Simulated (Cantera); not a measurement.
Feed: 1 mol PbO, 0.17 mol H2O, 0.069 mol O2, equilibrated at 18.8 Torr.

Method: chemical equilibrium by Gibbs-energy minimisation in Cantera with the NASA 1993 tables (ideal gas, pure condensed phases). Candidate condensed phases: H2O, Pb, PbO, PbO2, Pb3O4; 12 gas species. Gases not in the tables: (PbO)n polymers. Kinetics and transport are ignored.

**Question.** Which condensed phases are stable at each of these points (T (K)): 1023, 1073, 1123, 1173, 1223, 1273, 1323, 1373, 1423, 1473, 1523, 1573, 1623, 1673?

**Answer.** 
| T (K) | condensed phases | Pb condensed (%) |
|---|---|---|
| 1023 | PbO(yellow) | 100.0 |
| 1073 | PbO(yellow) | 100.0 |
| 1123 | PbO(yellow) | 100.0 |
| 1173 | PbO(l) | 100.0 |
| 1223 | PbO(l) | 99.9 |
| 1273 | PbO(l) | 99.7 |
| 1323 | PbO(l) | 99.3 |
| 1373 | PbO(l) | 98.4 |
| 1423 | PbO(l) | 96.4 |
| 1473 | PbO(l) | 91.4 |
| 1523 | PbO(l) | 73.5 |
| 1573 | gas only | 0.0 |
| 1623 | gas only | 0.0 |
| 1673 | gas only | 0.0 |

From 1023 K to 1123 K the condensed part is PbO(yellow). From 1173 K to 1523 K the condensed part is PbO(l). From 1573 K to 1673 K nothing is condensed.
